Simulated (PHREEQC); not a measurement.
Dissolve 0.039 mol NH4HF2, 0.029 mol H3BO3 and 0.13 mol H2SO4 per kg of water at 25 °C. Closed to the air; pH follows from the charge balance.

Equilibrium calculation in PHREEQC: ion-association model, wateq4f.dat.

Problem. The ionic strength comes out as 0.196 mol/kgw. What activity coefficients do BF4-, HF2-, HSO4-, NH4+, H+ get?

Solution. BF4- 0.68, HF2- 0.71, HSO4- 0.73, NH4+ 0.75, H+ 0.80.

Precipitation was switched off in this run. Real BF4- forms and hydrolyses slowly; the run takes it at equilibrium.
